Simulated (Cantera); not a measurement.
An adiabatic, constant-volume homogeneous reactor starts with 29.1 % H2, 20.2 % O2, 50.6 % N2, 0.160 % NO, at 1823 K and 1000000 Pa.

Cantera simulation using GRI-Mech 3.0 (53 species, 325 reactions); the numbers are that mechanism's predictions, not measurements. The hydrogen kinetics of GRI-Mech 3.0 are dated; newer H2 mechanisms differ, most at raised pressure. Above 3000 K some thermodynamic fits are extrapolated.

### Question
Predict: time of steepest temperature rise; temperature at 0.700 s; equilibrium temperature; x(H2) at 0.700 s; x(O2) at 0.700 s; x(NO) at 0.700 s; x(N2) at 0.700 s; x(O) at 0.700 s; x(HO2) at 0.700 s; x(H2O) at 0.700 s.

### Answer
```
Item                                                                 Value
---------------------------------  ---------------------------------------
time of steepest temperature rise                                 0.457 µs
temperature at 0.700 s                                              3326 K
equilibrium temperature                                             3326 K
x(H2) at 0.700 s                     0.0341 (gas-phase equilibrium 0.0341)
x(O2) at 0.700 s                     0.0488 (gas-phase equilibrium 0.0488)
x(NO) at 0.700 s                     0.0275 (gas-phase equilibrium 0.0275)
x(N2) at 0.700 s                       0.548 (gas-phase equilibrium 0.548)
x(O) at 0.700 s                      0.0170 (gas-phase equilibrium 0.0170)
x(HO2) at 0.700 s                  7.74e-5 (gas-phase equilibrium 7.74e-5)
x(H2O) at 0.700 s                      0.252 (gas-phase equilibrium 0.252)
```
